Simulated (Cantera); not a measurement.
Premixed flame

A freely propagating, adiabatic, planar premixed flame of C3H8 : O2 : N2 : H2O = 1 : 5.43 : 20.4 : 5.6 (molar parts), unburnt at 475 K and 2100 Torr; mixture-averaged transport, grid criteria slope 0.08 and curve 0.16, no radiation.

Cantera simulation using GRI-Mech 3.0 (53 species, 325 reactions); the numbers are that mechanism's predictions, not measurements. GRI-Mech 3.0 was tuned for natural gas; its chemistry of propane as a main component is partial and can be far from experiment. Burning velocities carry a grid error of a few per cent, more on coarse grids.

```json
[
 {"z (mm)": "-0.701", "T (K)": "475", "u (m/s)": "0.371", "x C3H8": "0.0308", "x O2": "0.167", "x H2O": "0.173", "x NO": "<1e-8", "x CH2O": "2.44e-7", "x CH3": "<1e-8"},
 {"z (mm)": "-0.467", "T (K)": "478", "u (m/s)": "0.374", "x C3H8": "0.0308", "x O2": "0.167", "x H2O": "0.173", "x NO": "<1e-8", "x CH2O": "3.85e-6", "x CH3": "<1e-8"},
 {"z (mm)": "-0.350", "T (K)": "489", "u (m/s)": "0.383", "x C3H8": "0.0307", "x O2": "0.166", "x H2O": "0.174", "x NO": "<1e-8", "x CH2O": "2.17e-5", "x CH3": "<1e-8"},
 {"z (mm)": "-0.234", "T (K)": "553", "u (m/s)": "0.435", "x C3H8": "0.0302", "x O2": "0.160", "x H2O": "0.180", "x NO": "3.57e-8", "x CH2O": "0.000179", "x CH3": "7.15e-8"},
 {"z (mm)": "-0.117", "T (K)": "884", "u (m/s)": "0.708", "x C3H8": "0.0232", "x O2": "0.128", "x H2O": "0.207", "x NO": "5.29e-7", "x CH2O": "0.00118", "x CH3": "4.64e-5"},
 {"z (mm)": "-0.0584", "T (K)": "1227", "u (m/s)": "1.00", "x C3H8": "0.0101", "x O2": "0.0925", "x H2O": "0.232", "x NO": "1.56e-6", "x CH2O": "0.00153", "x CH3": "0.000446"},
 {"z (mm)": "0", "T (K)": "1587", "u (m/s)": "1.31", "x C3H8": "0.000292", "x O2": "0.0527", "x H2O": "0.258", "x NO": "3.15e-6", "x CH2O": "0.000435", "x CH3": "0.000513"},
 {"z (mm)": "0.0584", "T (K)": "1762", "u (m/s)": "1.45", "x C3H8": "7.48e-8", "x O2": "0.0319", "x H2O": "0.269", "x NO": "5.24e-6", "x CH2O": "3.25e-5", "x CH3": "4.65e-5"},
 {"z (mm)": "0.117", "T (K)": "1839", "u (m/s)": "1.50", "x C3H8": "<1e-8", "x O2": "0.0246", "x H2O": "0.272", "x NO": "6.70e-6", "x CH2O": "1.32e-6", "x CH3": "1.91e-6"},
 {"z (mm)": "0.234", "T (K)": "1919", "u (m/s)": "1.56", "x C3H8": "<1e-8", "x O2": "0.0193", "x H2O": "0.276", "x NO": "8.19e-6", "x CH2O": "<1e-8", "x CH3": "<1e-8"},
 {"z (mm)": "0.467", "T (K)": "1982", "u (m/s)": "1.60", "x C3H8": "<1e-8", "x O2": "0.0158", "x H2O": "0.281", "x NO": "9.63e-6", "x CH2O": "<1e-8", "x CH3": "<1e-8"},
 {"z (mm)": "0.935", "T (K)": "2020", "u (m/s)": "1.63", "x C3H8": "<1e-8", "x O2": "0.0138", "x H2O": "0.284", "x NO": "1.10e-5", "x CH2O": "<1e-8", "x CH3": "<1e-8"},
 {"z (mm)": "1.87", "T (K)": "2039", "u (m/s)": "1.64", "x C3H8": "<1e-8", "x O2": "0.0128", "x H2O": "0.286", "x NO": "1.24e-5", "x CH2O": "<1e-8", "x CH3": "<1e-8"}
]
```
x: mole fraction of selected species; z is measured from the peak of heat release.

| Quantity | Value |
|---|---|
| laminar burning velocity | 37.1 cm/s |
| thermal thickness | 0.234 mm |
| peak x(CH2O) | 0.00157 |
| peak x(CH3) | 0.000745 |
| grid points | 136 |
